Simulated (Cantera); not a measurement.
Source: NASA polynomial tables (part measured, part estimated), evaluated in Cantera. Values are per mole of reaction as written; species without (g) are pure solids or liquids, kept so even where they would boil at 1 bar. The tables' values for SiF₂ are old estimates.

Task: Between 300 and 1550 K, where is each reaction favourable under standard conditions?
- Si₃N₄ + 2 NF₃(g) ⇌ 3 SiF₂(g) + 6 N(g)

Result: 
- Si₃N₄ + 2 NF₃(g) ⇌ 3 SiF₂(g) + 6 N(g): ΔG° is 1764 kJ at 300 K and 428 kJ at 1550 K; it stays positive (K < 1). ΔH° is 2063 kJ and ΔS° 1055 J/K at 1550 K.
